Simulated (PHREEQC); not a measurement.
**Acid mine or pickling water: speciation**

Synthetic water in mg/kgw, 3.4 °C, pH 3.26, pe 9.2: Na 544; K 1.96; Ca 409; Mg 136; Cl 551; S(6) as SO4 1920; Cu(2) 14.8.

Valence states are taken as typed.

Computed with PHREEQC (ion-association model, phreeqc.dat).

Each row changes one thing in this solution. Precipitation was switched off in this run.

```csv
case,ionic strength (mol/kgw),SO4-2 (mol/kgw),Ca+2 (mol/kgw),Mg+2 (mol/kgw),CaSO4 (mol/kgw),MgSO4 (mol/kgw),SI of Gypsum (CaSO4:2H2O),SI of Halite (NaCl)
as made,0.0725,0.0146,0.00728,0.00413,0.00292,0.00147,-0.10,-5.19
all concentrations times 2 at the same typed pH,0.137,0.0272,0.0136,0.00770,0.00680,0.00349,+0.28,-4.64
Na from 544 to 1630 mg/kgw,0.0965,0.0142,0.00768,0.00432,0.00252,0.00127,-0.16,-4.73
```

Some of these states are supersaturated (in Gypsum, for instance). At this temperature some constants are extrapolated from 25 °C, and those without enthalpy data are left unchanged.
